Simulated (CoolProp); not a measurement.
Methane along the isotherm -68.55 °C: Z from the reference equation and from simpler models built on Tc = -82.6 °C, pc = 4599 kPa, ω = 0.011; each cubic takes its own stable root.

The numbers come from the reference Helmholtz-energy equation of state, Setzmann 1991 in CoolProp.

```csv
p (kPa),phase,reference,van der Waals,Redlich-Kwong,Peng-Robinson
21.8,gas,0.9987,0.9988,0.9987,0.9985
41.4,gas,0.9976,0.9977,0.9975,0.9972
78.4,gas,0.9954,0.9957,0.9953,0.9947
149,gas,0.9912,0.9919,0.9910,0.9898
282,gas,0.9833,0.9845,0.9828,0.9807
534,gas,[?],0.9703,[?],0.9631
1010,gas,[?],0.9426,0.9370,0.9293
1920,gas,0.8778,0.8855,[?],0.8617
3640,gas,0.7448,0.7555,0.7430,0.7186
6900,supercritical,[?],0.4025,[?],[?]
```

Question: Some entries are withheld; supply them.

Answer: 
- 534, reference: 0.9680
- 534, Redlich-Kwong: 0.9672
- 1010, reference: 0.9383
- 1920, Redlich-Kwong: 0.8757
- 6900, reference: 0.3689
- 6900, Redlich-Kwong: 0.4063
- 6900, Peng-Robinson: 0.3791
